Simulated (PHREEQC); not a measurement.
**Metal-bearing waste water (model solution)**

Solution (20 °C): 0.0019 mol FeCl3, 4e-05 mol CaCl2, 0.11 mol HCl and 7.9e-05 mol NaCl per kg of water. Closed to the air; pH follows from the charge balance.

Model: ion-association model, phreeqc.dat, run in PHREEQC.

Each row changes one thing in this solution. Precipitation was switched off in this run.

```csv
case,pH,FeCl+2 (mol/kgw),Fe+3 (mol/kgw),FeCl2+ (mol/kgw),FeOH+2 (mol/kgw),FeCl3 (mol/kgw),SI of Goethite (FeOOH),SI of Hematite (Fe2O3)
as made,1.04,0.000863,0.000832,0.000182,2.05e-5,1.19e-6,+0.09,+2.17
diluted 2-fold with water,1.33,0.000331,…,…,2.85e-5,1.63e-7,+0.90,+3.79
CaCl2 replaced by FeCl2 at the same molality,1.04,0.000863,0.000832,0.000182,2.05e-5,1.19e-6,+0.09,+2.17
temperature from 20 to 5 °C,1.04,0.000640,0.00102,0.000232,9.64e-6,1.53e-6,-0.39,+1.13
CaCl2 replaced by MgCl2 at the same molality,1.04,0.000863,0.000832,0.000182,2.05e-5,1.19e-6,+0.09,+2.17
```

### Question
What belongs in the gaps?

### Answer

- diluted 2-fold with water, Fe+3 (mol/kgw): 0.000547
- diluted 2-fold with water, FeCl2+ (mol/kgw): 4.37e-5

Species that the database lacks are ignored. Some of these states are supersaturated (in Hematite (slow to form), Goethite (slow to form), for instance). At this temperature some constants are extrapolated from 25 °C, and those without enthalpy data are left unchanged.
